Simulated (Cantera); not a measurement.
## Ignition delay

Mixture: 7.80 % CH₄, 14.2 % O₂, 78.0 % N₂, equivalence ratio 1.1, at 4.10 bar, adiabatic and at constant volume. Ignition delay is the time to a rise of 400 K.

Cantera simulation using GRI-Mech 3.0 (53 species, 325 reactions); the numbers are that mechanism's predictions, not measurements.

| T0 (K) | delay (ms) |
|---|---|
| 1048 | 150 |
| 1098 | 71.4 |
| 1148 | 35.3 |
| 1198 | 18.1 |
| 1248 | 9.52 |
| 1298 | 5.15 |
| 1348 | 2.86 |

| Item | Result |
|---|---|
| apparent activation energy between 1248 and 1348 K | 170 kJ/mol |
